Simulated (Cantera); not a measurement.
Input (Python, Cantera):

```python
import numpy as np
import cantera as ct

gas = ct.Solution("gri30.yaml")
gas.TPX = 498, 13000, {'CH4': 1, 'O2': 1.54, 'N2': 5.78, 'H2O': 0.56}
flame = ct.FreeFlame(gas, width=0.17)
flame.set_refine_criteria(ratio=3, slope=0.08, curve=0.16)
flame.transport_model = "mixture-averaged"
flame.solve(loglevel=0, auto=True)
z, T = flame.grid, flame.T
thick = (T[-1] - T[0]) / np.gradient(T, z).max()
show = ['CH4', 'O2', 'H2O', 'CH2O', 'CO', 'C2H6']
print(f"laminar burning velocity  {flame.velocity[0] * 100:.3f} cm/s")
print(f"burnt temperature         {T[-1]:.1f} K")
print(f"thermal thickness         {thick * 1e3:.4f} mm")
print(f"grid points               {len(z)}")
z0 = z[flame.heat_release_rate.argmax()]
print(f"{'z/mm':>9s}{'T/K':>9s}{'u/(m/s)':>9s}" + "".join(f"{s:>11s}" for s in show))
rows = []
for k in (-3, -2, -1.5, -1, -0.5, -0.25, 0, 0.25, 0.5, 1, 2, 4, 8):
    zz = z0 + k * thick
    rows.append([k * thick, np.interp(zz, z, T), np.interp(zz, z, flame.velocity),
                 *(np.interp(zz, z, flame.X[gas.species_index(s)]) for s in show)])
    print(f"{rows[-1][0] * 1e3:9.3f}{rows[-1][1]:9.1f}{rows[-1][2]:9.3f}" + "".join(f"{x:11.3e}" for x in rows[-1][3:]))
```

Output:

```
laminar burning velocity  91.492 cm/s
burnt temperature         2070.3 K
thermal thickness         2.6715 mm
grid points               163
     z/mm      T/K  u/(m/s)        CH4         O2        H2O       CH2O         CO       C2H6
   -8.015    498.1    0.917  1.124e-01  1.731e-01  6.296e-02  3.607e-08  1.439e-06  1.669e-08
   -5.343    499.6    0.923  1.118e-01  1.724e-01  6.289e-02  9.674e-07  2.730e-05  5.617e-07
   -4.007    508.3    0.944  1.106e-01  1.710e-01  6.360e-02  8.786e-06  2.064e-04  7.013e-06
   -2.672    586.9    1.103  1.042e-01  1.648e-01  7.130e-02  9.269e-05  2.310e-03  1.491e-04
   -1.336   1018.8    1.960  7.123e-02  1.287e-01  1.140e-01  6.154e-04  1.994e-02  1.578e-03
   -0.668   1399.5    2.732  3.814e-02  8.721e-02  1.541e-01  9.530e-04  4.196e-02  1.265e-03
    0.000   1726.4    3.407  1.020e-02  4.291e-02  1.918e-01  6.011e-04  6.386e-02  1.199e-04
    0.668   1875.1    3.708  1.202e-03  1.695e-02  2.114e-01  1.519e-04  6.920e-02  1.467e-06
    1.336   1912.5    3.774  8.746e-05  7.153e-03  2.171e-01  1.718e-05  6.431e-02  8.611e-09
    2.672   1928.2    3.789  3.971e-07  2.969e-03  2.166e-01  1.147e-07  5.638e-02  2.937e-13
    5.343   1939.2    3.801  1.469e-10  2.270e-03  2.149e-01  1.723e-10  5.250e-02  2.623e-19
   10.686   1953.0    3.824  3.558e-14  1.979e-03  2.156e-01  9.840e-11  5.197e-02  2.907e-23
   21.372   1973.9    3.859  1.148e-15  1.596e-03  2.174e-01  1.017e-10  5.211e-02  4.840e-28
```

Detailed kinetics in Cantera: GRI-Mech 3.0 (53 species, 325 reactions). Burning velocities carry a grid error of a few per cent, more on coarse grids.
